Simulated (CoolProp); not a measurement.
A simple Rankine cycle with R114: condensing at 292.15 K, boiler at 2.82 MPa, turbine inlet 415.3 K, turbine efficiency 0.7, pump efficiency 0.6, no recuperator. Each further row changes one setting.

Values from CoolProp's reference Helmholtz-energy equation of state, Platzer 1990. This equation is an older, rougher fit; its heat capacities, sound speeds and derivatives of the liquid may be far off and weren't checked against measurements.

```csv
case,thermal efficiency (%),net work (kJ/kg),heat in (kJ/kg),turbine exit temperature (K),volume ratio over the turbine
as stated,13.2,24.9,188,337.5,22.9
turbine inlet 435.3 K,13.4,28.6,213,(withheld),(withheld)
condensing temperature 284.15 K,14.2,27.8,196,(withheld),(withheld)
boiler pressure 1.97 MPa,12.4,25.4,205,359.1,12.6
turbine efficiency 0.6,11.1,(withheld),188,(withheld),23.3
```

Fill in the missing entries.


- turbine inlet 435.3 K, turbine exit temperature (K): 365.5
- turbine inlet 435.3 K, volume ratio over the turbine: 19.4
- condensing temperature 284.15 K, turbine exit temperature (K): 332.9
- condensing temperature 284.15 K, volume ratio over the turbine: 30.1
- turbine efficiency 0.6, net work (kJ/kg): 20.9
- turbine efficiency 0.6, turbine exit temperature (K): 342.8
